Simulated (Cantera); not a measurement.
Charge: 1 mol Zr, 0.6 mol N2O, 210 mol H2, equilibrated at 0.00133 bar.

Cantera equilibrium calculation (NASA polynomials, part measured and part estimated; ideal gas, pure solids and liquids). Candidate condensed phases: H2O, Zr, ZrN, ZrO2; 28 gas species. Mutual solubility and eutectic melting of coexisting phases are not modelled. ZrN: taken at fixed stoichiometry. Condensed phases not in the tables: solid solutions among these carbides, nitrides and lower oxides. Kinetics and transport are ignored.

Problem. What share of the Zr ends up in condensed phases as a function of T (K), at 1675, 1775, 1875, 1975, 2075, 2175, 2275, 2375, 2475, 2575, 2675?

Solution. 
| T (K) | Zr condensed (%) | as |
|---|---|---|
| 1675 | 100.0 | ZrN(s) + ZrO2(tetragonal) |
| 1775 | 100.0 | ZrN(s) + ZrO2(tetragonal) |
| 1875 | 100.0 | ZrN(s) + ZrO2(tetragonal) |
| 1975 | 99.9 | ZrN(s) + ZrO2(tetragonal) |
| 2075 | 99.4 | ZrN(s) + ZrO2(tetragonal) |
| 2175 | 95.2 | ZrN(s) + ZrO2(tetragonal) |
| 2275 | 67.2 | ZrN(s) + ZrO2(tetragonal) |
| 2375 | 35.5 | ZrN(s) |
| 2475 | 7.1 | ZrN(s) |
| 2575 | 0.0 | - |
| 2675 | 0.0 | - |
